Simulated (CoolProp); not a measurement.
Vapour-liquid equilibrium of toluene (1) + n-nonane (2) at 0.000395 MPa; x and y are mole fractions of (1).

The numbers come from the multi-fluid Helmholtz-energy mixture model, Lemmon 2006 and Lemmon 2006; pair parameters Bell 2016 in CoolProp.

| x | bubble temperature, mixture model (K) | bubble temperature, Raoult's law (K) | y, mixture model | y, Raoult's law |
|---|---|---|---|---|
| 0.05 | 285.6 | 288.1 | [?] | 0.280 |
| 0.15 | 277.4 | 281.8 | 0.697 | 0.585 |
| 0.25 | [?] | 277.2 | 0.812 | 0.739 |
| 0.35 | [?] | 273.6 | 0.868 | 0.828 |
| 0.45 | 267.4 | 270.7 | [?] | 0.884 |
| 0.55 | [?] | 268.3 | 0.923 | 0.922 |
| 0.65 | 264.6 | 266.3 | [?] | 0.949 |
| 0.75 | [?] | 264.5 | 0.957 | 0.969 |
| 0.85 | 262.4 | 262.9 | 0.972 | 0.984 |
| 0.95 | 261.3 | 261.5 | 0.990 | 0.995 |

Q: Some entries are withheld; supply them.

A: 
- 0.05, y, mixture model: 0.390
- 0.25, bubble temperature, mixture model (K): 272.6
- 0.35, bubble temperature, mixture model (K): 269.5
- 0.45, y, mixture model: 0.901
- 0.55, bubble temperature, mixture model (K): 265.8
- 0.65, y, mixture model: 0.941
- 0.75, bubble temperature, mixture model (K): 263.5

The largest gap from Raoult's law is -4.6 K in bubble temperature, at x = 0.25. No azeotrope shows between x = 0.05 and 0.95.

Pair parameters are fitted to limited data, so mixtures are less certain than the pure fluids.
